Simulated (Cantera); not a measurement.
Cantera run, input and output.

```python
import numpy as np
import cantera as ct

gas = ct.Solution("gri30.yaml")
gas.TPX = 1248, 520000, {'CH4': 1, 'O2': 1.18, 'N2': 4.42, 'CO2': 0.44}
reactor = ct.IdealGasConstPressureReactor(gas, energy="on", clone=False)
net = ct.ReactorNet([reactor])
net.rtol, net.atol = 1e-08, 1e-16
show = ['CH4', 'O2', 'NO', 'O', 'N2O', 'H2', 'C2H2']
times = np.geomspace(1e-06, 2, 12)

steps = ct.SolutionArray(gas, extra=["t"])
rows = []
print(f"{'t/s':>10s}{'T/K':>9s}{'P/Pa':>11s}" + "".join(f"{s:>11s}" for s in show))
for t in times:
    while net.time < t:
        t_next = net.step()
        steps.append(gas.state, t=t_next)
    rows.append([np.interp(t, steps.t, y) for y in (steps.T, steps.P, *steps(*show).X.T)])
    print(f"{t:10.3e}{rows[-1][0]:9.1f}{rows[-1][1]:11.4g}" + "".join(f"{x:11.3e}" for x in rows[-1][2:]))
rate = np.gradient(steps.T, steps.t)
print("integrator steps:", len(steps.t))
if steps.T.max() > steps.T[0] + 200:
    print(f"time of steepest temperature rise: {steps.t[rate.argmax()]:.4e} s")
gas.TPX = 1248, 520000, {'CH4': 1, 'O2': 1.18, 'N2': 4.42, 'CO2': 0.44}
gas.equilibrate("HP")
print(f"equilibrium (HP): T = {gas.T:.1f} K  " + "  ".join(f"{s} {gas[s].X[0]:.3e}" for s in show))
```

Output:

```
       t/s      T/K       P/Pa        CH4         O2         NO          O        N2O         H2       C2H2
 1.000e-06   1248.0    5.2e+05  1.420e-01  1.676e-01  1.915e-21  7.473e-12  9.109e-16  1.586e-10  3.445e-24
 3.740e-06   1248.0    5.2e+05  1.420e-01  1.676e-01  1.386e-20  1.435e-11  8.952e-15  7.211e-10  1.544e-21
 1.398e-05   1248.0    5.2e+05  1.420e-01  1.676e-01  1.307e-19  4.273e-11  1.083e-13  4.011e-09  4.800e-19
 5.230e-05   1248.0    5.2e+05  1.420e-01  1.676e-01  1.905e-18  1.974e-10  1.330e-12  4.071e-08  1.716e-16
 1.956e-04   1248.0    5.2e+05  1.420e-01  1.676e-01  4.583e-17  1.251e-09  1.274e-11  9.251e-07  1.827e-13
 7.313e-04   1248.4    5.2e+05  1.419e-01  1.675e-01  5.905e-16  2.368e-09  7.392e-11  1.122e-05  5.200e-11
 2.735e-03   1251.4    5.2e+05  1.412e-01  1.671e-01  6.721e-15  5.421e-09  5.809e-10  1.159e-04  4.192e-09
 1.023e-02   2400.3    5.2e+05  4.418e-11  1.340e-05  1.198e-04  1.402e-05  1.352e-08  7.641e-02  4.124e-14
 3.824e-02   2400.2    5.2e+05  4.424e-11  1.339e-05  1.294e-04  1.401e-05  1.383e-08  7.642e-02  4.129e-14
 1.430e-01   2400.2    5.2e+05  4.424e-11  1.339e-05  1.296e-04  1.401e-05  1.383e-08  7.642e-02  4.129e-14
 5.348e-01   2400.2    5.2e+05  4.424e-11  1.339e-05  1.296e-04  1.401e-05  1.383e-08  7.642e-02  4.129e-14
 2.000e+00   2400.2    5.2e+05  4.424e-11  1.339e-05  1.296e-04  1.401e-05  1.383e-08  7.642e-02  4.129e-14
integrator steps: 2221
time of steepest temperature rise: 7.7144e-03 s
equilibrium (HP): T = 2400.2 K  CH4 4.959e-11  O2 1.339e-05  NO 1.296e-04  O 1.401e-05  N2O 1.383e-08  H2 7.642e-02  C2H2 4.536e-14
```

Detailed kinetics in Cantera: GRI-Mech 3.0 (53 species, 325 reactions).
